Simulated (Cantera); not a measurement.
Cantera run:

```python
import numpy as np
import cantera as ct

gas_names = """

""".split()
cond_names = """
    S(cr1) S(cr2) S(L) Mg(cr) Mg(L) MgS(s)
""".split()


def load(file, names, dense=False):
    # The tables refer to 1 bar. Condensed volumes are neglected.
    table = {s.name: s for s in ct.Species.list_from_file(file)}
    out = []
    for n in names:
        d = dict(table[n].input_data)
        d["thermo"] = dict(d["thermo"], **{"reference-pressure": 1e5})
        if dense:
            d["equation-of-state"] = {"model": "constant-volume", "density": "1e6 g/cm^3"}
        out.append(ct.Species.from_dict(d))
    return out


species = {s.name: s for s in load("nasa_gas.yaml", gas_names) + load("nasa_condensed.yaml", cond_names)}
# Each term lists the table entries of one substance; the one whose range holds T is used.
reactions = {
    'S + Mg = MgS':
        [(-1, ['S(cr1)', 'S(cr2)', 'S(L)']), (-1, ['Mg(cr)', 'Mg(L)']), (1, ['MgS(s)'])],
}


def pick(names, T):
    return next(species[n] for n in names if species[n].thermo.min_temp <= T <= species[n].thermo.max_temp)


results = []
for label, terms in reactions.items():
    print(label)
    print("     T/K   dH/kJ  dS/(J/K)   dG/kJ   log10 K")
    for T in [350, 450, 550, 650, 750, 850, 950, 1050]:
        used = [(nu, pick(names, T)) for nu, names in terms]
        dH = sum(nu * s.thermo.h(T) for nu, s in used) / 1e6
        dS = sum(nu * s.thermo.s(T) for nu, s in used) / 1e3
        dG = dH - T * dS / 1e3
        logK = -dG * 1e6 / (ct.gas_constant * T * np.log(10))
        results.append((label, T, dH, dS, dG, logK, [s.name for _, s in used]))
        print(f"{T:8g} {dH:8.1f} {dS:8.1f} {dG:8.1f} {logK:8.2f}")
```

It prints:

```
S + Mg = MgS
     T/K   dH/kJ  dS/(J/K)   dG/kJ   log10 K
     350   -345.9    -14.6   -340.7    50.85
     450   -349.0    -22.7   -338.8    39.33
     550   -350.9    -26.5   -336.3    31.94
     650   -352.3    -28.8   -333.6    26.80
     750   -353.3    -30.2   -330.6    23.02
     850   -354.3    -31.6   -327.5    20.13
     950   -364.2    -42.3   -324.0    17.82
    1050   -365.7    -43.8   -319.7    15.91
```

Cantera with NASA thermochemical tables; ideal gases at 1 bar, condensed phases pure. Condensed species are held in their standard states even where they would react or evaporate.
